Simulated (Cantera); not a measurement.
Equilibrium for nitride etching: Si₃N₄ + H₂ + N₂

A closed system holds: 1 mol Si₃N₄, 480 mol H₂, 1.2 mol N₂, equilibrated at 1875 K and 0.00133 bar.

These are equilibrium values from Cantera (NASA tables, ideal gas, pure condensed phases), not measurements of a reactor. Candidate condensed phases: Si, Si₃N₄; 18 gas species. Gases not in the tables: Si₂H₆ and higher silanes. Equilibrium is a limit: real reactors are often held back by kinetics, nucleation or transport.

x(H₂): 0.970
x(H): 0.0177
x(N₂): 0.00652
x(Si): 0.00577
x(SiH): 0.000192
x(SiH₂): 4.09e-5
x(Si₂): 3.67e-5
x(Si₂N): 7.67e-6
x(Si₃): 7.13e-6
gas amount: 490.4 mol
log10 activity of Si(l) (absent): -0.07
